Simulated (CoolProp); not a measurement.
Vapour-liquid equilibrium of CH2F2 (R32) (1) + R134a (2) at 277.1 K; x and y are mole fractions of (1).

Values from CoolProp's multi-fluid Helmholtz-energy mixture model, Tillner-Roth 1997 and Tillner-Roth 1994; pair parameters Lemmon 2004.

```
x     bubble pressure (kPa)  y at the bubble point  dew pressure at overall composition x (kPa)  liquid density (mol/L)
----  ---------------------  ---------------------  -------------------------------------------  ----------------------
0.05                  366.1                  0.117                                        348.9                   12.80
0.15                  423.5                  0.304                                        375.1                   13.29
0.25                  480.4                  0.448                                        405.3                   13.83
0.35                  537.0                  0.563                                        440.4                   14.42
0.45                  593.8                  0.658                                        481.5                   15.06
0.55                  651.0                  0.739                                        530.2                   15.76
0.65                  709.0                  0.809                                        588.6                   16.53
0.75                  768.0                  0.872                                        659.5                   17.39
0.85                  828.2                  0.927                                        746.5                   18.35
0.95                  889.8                  0.977                                        855.5                   19.43
```

No azeotrope shows between x = 0.05 and 0.95.

The pair parameters rest on a limited set of measurements; away from them the model extrapolates.
